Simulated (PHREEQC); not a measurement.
**Copper plating or etch bath: speciation**

Dissolve 0.0031 mol/kgw Cu(NO3)2, 0.025 mol/kgw H2SO4 and 3.5e-05 mol/kgw Na2SO4 at 25 °C and 100 atm. Closed to the air; pH follows from the charge balance.

Computed with PHREEQC (ion-association model, phreeqc.dat).

```yaml
pH: 1.52
ionic_strength: 0.0520 mol/kgw
specific_conductance: 13200 µS/cm
density: 1.004 g/cm³
total_alkalinity: -50.0 meq/kg
```

| species | molality | activity | log γ |
|---|---|---|---|
| H+ | 0.0356 | 0.0303 | -0.069 |
| HSO4- | 0.0144 | 0.0118 | -0.086 |
| SO4-2 | 0.00972 | 0.00445 | -0.339 |
| NO3- | 0.00620 | 0.00499 | -0.095 |
| Cu+2 | 0.00223 | 0.00107 | -0.319 |
| CuSO4 | 0.000872 | 0.000883 | 0.005 |
| Na+ | 6.85e-5 | 5.64e-5 | -0.084 |
| NaSO4- | 1.51e-6 | 1.25e-6 | -0.082 |

Precipitation was switched off in this run. Species that the database lacks are ignored. Under pressure, the constants of complexes without a molar volume in the database are unreliable.
